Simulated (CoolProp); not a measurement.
A single-stage vapour-compression cycle with sulfur dioxide: evaporating at 304.15 K (dew point), condensing at 366.15 K (bubble point), superheat 0 K, subcooling 0 K, compressor efficiency 0.9, no pressure losses. Each further row changes one setting.

Model: reference Helmholtz-energy equation of state, Gao 2016, in CoolProp.

```
case                              cooling COP  pressure ratio  discharge temperature (K)  refrigerating effect (kJ/kg)  volumetric capacity (kJ/m³)
--------------------------------  -----------  --------------  -------------------------  ----------------------------  ---------------------------
as stated                                   …            5.03                      434.8                           258                         3380
evaporating temperature 309.15 K         3.81               …                      427.3                           259                         3950
condensing temperature 361.15 K          3.78            4.51                          …                           266                         3490
subcooling 5 K                           3.49            5.03                      434.8                           266                         3490
superheat 10 K                           3.34            5.03                      447.8                           265                            …
compressor efficiency 0.8                3.01            5.03                      446.2                           258                         3380
```

Problem. Fill in the missing entries.

Solution. 
- as stated, cooling COP: 3.39
- evaporating temperature 309.15 K, pressure ratio: 4.30
- condensing temperature 361.15 K, discharge temperature (K): 424.8
- superheat 10 K, volumetric capacity (kJ/m³): 3330
